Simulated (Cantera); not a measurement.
Stirred combustor or abatement burner

A perfectly stirred reactor is fed with 5.62 % CH4, 0.298 % CO, 15.4 % O2, 78.7 % N2, equivalence ratio 0.74, at 101000 Pa; it is adiabatic with a 350 K inlet, and is followed from long to short residence time, starting on the burning branch (τ in s: 0.066, 0.031, 0.015, 0.0069, 0.0033, 0.0015, 0.00072, 0.00034, 0.00016, 7.6e-05, 3.6e-05, 1.7e-05).

Detailed kinetics in Cantera: GRI-Mech 3.0 (53 species, 325 reactions).

```tsv
τ (s)	T (K)	x CH4	x CO	x O2	x HCN	x CH3
0.066	1661	1.97e-5	0.000637	0.0403	9.97e-9	3.73e-6
0.031	1655	3.18e-5	0.00104	0.0405	1.50e-8	5.67e-6
0.015	1646	5.09e-5	0.00166	0.0408	2.34e-8	8.43e-6
0.0069	1631	8.53e-5	0.00272	0.0414	3.90e-8	1.29e-5
0.0033	1609	0.000144	0.00430	0.0423	6.34e-8	1.97e-5
0.0015	1575	0.000269	0.00704	0.0441	1.03e-7	3.26e-5
0.00072	1523	0.000564	0.0116	0.0473	1.57e-7	5.86e-5
0.00034	350	0.0562	0.00298	0.154	<1e-12	<1e-12
0.00016	350	0.0562	0.00298	0.154	<1e-12	<1e-12
7.6e-5	350	0.0562	0.00298	0.154	<1e-12	<1e-12
3.6e-5	350	0.0562	0.00298	0.154	<1e-12	<1e-12
1.7e-5	350	0.0562	0.00298	0.154	<1e-12	<1e-12
```
x: mole fraction; the columns are a selection and need not sum to one.
